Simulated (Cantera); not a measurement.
A perfectly stirred reactor is fed with 3.70 % C₃H₈, 96.3 % H₂, at 200 Pa; it is held at 1650 K, and followed from long to short residence time.

Detailed kinetics in Cantera: GRI-Mech 3.0 (53 species, 325 reactions). GRI-Mech 3.0 was tuned for natural gas; its chemistry of propane as a main component is partial and can be far from experiment. GRI-Mech 3.0 stops at C3 and has no aromatics, soot or wall deposition, so with more carbon than oxygen in the feed, carbon stays in small species such as C2H2 where larger ones or solid carbon would form. Radical loss at walls, strong at low pressure, is not modelled.

x: mole fraction; the columns are a selection and need not sum to one.

| τ (s) | x C₃H₈ | x H₂ | x H | x CH₄ | x C₂H | x C₂H₂ |
|---|---|---|---|---|---|---|
| 14 | 2.19e-6 | 0.942 | 0.00205 | 0.0108 | 4.25e-7 | 0.0448 |
| 5.0 | 5.93e-6 | 0.939 | 0.00217 | 0.0159 | 4.27e-7 | 0.0423 |
| 1.8 | 1.57e-5 | 0.935 | 0.00235 | 0.0219 | 4.30e-7 | 0.0392 |
| 0.67 | 3.97e-5 | 0.931 | 0.00259 | 0.0281 | 4.33e-7 | 0.0358 |
| 0.24 | 0.000103 | 0.927 | 0.00287 | 0.0338 | 4.31e-7 | 0.0320 |
| 0.089 | 0.000260 | 0.925 | 0.00315 | 0.0377 | 4.16e-7 | 0.0279 |
| 0.032 | 0.000673 | 0.923 | 0.00344 | 0.0394 | … | 0.0227 |
| 0.012 | 0.00166 | 0.923 | 0.00371 | 0.0387 | … | 0.0161 |
| 0.0043 | 0.00424 | 0.925 | 0.00380 | 0.0345 | … | 0.00839 |

Problem. What belongs in the gaps?

Solution. 
- 0.032, x C₂H: 3.69e-7
- 0.012, x C₂H: 2.81e-7
- 0.0043, x C₂H: 1.50e-7
